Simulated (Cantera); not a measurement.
Standard-state values (1 bar) from the NASA 1993 polynomials, evaluated with Cantera. Values are per mole of reaction as written; species without (g) are pure solids or liquids, kept so even where they would boil at 1 bar.

Si + H2(g) = SiH2(g)

```tsv
T (K)	ΔH° (kJ)	ΔS° (J/K)	ΔG° (kJ)	log10 K	condensed phases
300	(withheld)	(withheld)	(withheld)	(withheld)	Si(s)
2700	186.2	17.2	139.6	-2.70	Si(l)
2750	185.9	17.1	138.8	-2.64	Si(l)
2800	(withheld)	(withheld)	(withheld)	(withheld)	Si(l)
2850	185.3	16.9	137.1	-2.51	Si(l)
2900	185.0	16.8	136.2	-2.45	Si(l)
2950	184.7	16.7	135.4	-2.40	Si(l)
3000	(withheld)	(withheld)	(withheld)	(withheld)	Si(l)
```

Problem. Some entries are withheld; supply them.

Solution. 
- 300, ΔH° (kJ): 245.3
- 300, ΔS° (J/K): 58.0
- 300, ΔG° (kJ): 227.9
- 300, log10 K: -39.69
- 2800, ΔH° (kJ): 185.6
- 2800, ΔS° (J/K): 17.0
- 2800, ΔG° (kJ): 137.9
- 2800, log10 K: -2.57
- 3000, ΔH° (kJ): 184.4
- 3000, ΔS° (J/K): 16.6
- 3000, ΔG° (kJ): 134.6
- 3000, log10 K: -2.34
